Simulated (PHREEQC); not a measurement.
**Ultrapure water in contact with air or piping: speciation**

A made-up water analysis in mmol/kgw, 25 °C, pH 5.53, pe -0.1:

```json
[
 {"constituent": "Na", "mmol/kgw": "0.0017"},
 {"constituent": "K", "mmol/kgw": "0.000939"},
 {"constituent": "Ca", "mmol/kgw": "0.00721"},
 {"constituent": "Mg", "mmol/kgw": "0.00251"},
 {"constituent": "Cl", "mmol/kgw": "0.00651"},
 {"constituent": "S(6)", "mmol/kgw": "0.00397"},
 {"constituent": "Alkalinity (meq/kgw)", "mmol/kgw": "0.00765"},
 {"constituent": "B", "mmol/kgw": "0.00027"},
 {"constituent": "Ba", "mmol/kgw": "9.2e-05"},
 {"constituent": "Sr", "mmol/kgw": "1.71e-05"},
 {"constituent": "F", "mmol/kgw": "1.58e-05"}
]
```

Valence states are taken as typed.

Model: ion-association model, wateq4f.dat, run in PHREEQC.

No solid was allowed to form.

### Question
What charge-balance error does the model give?

### Answer
charge-balance error 0.4 %.

### Question
In which forms is C present?

### Answer
CO2 87 %, HCO3- 13 % of the C.

Real BF4- forms and hydrolyses slowly; the run takes it at equilibrium.
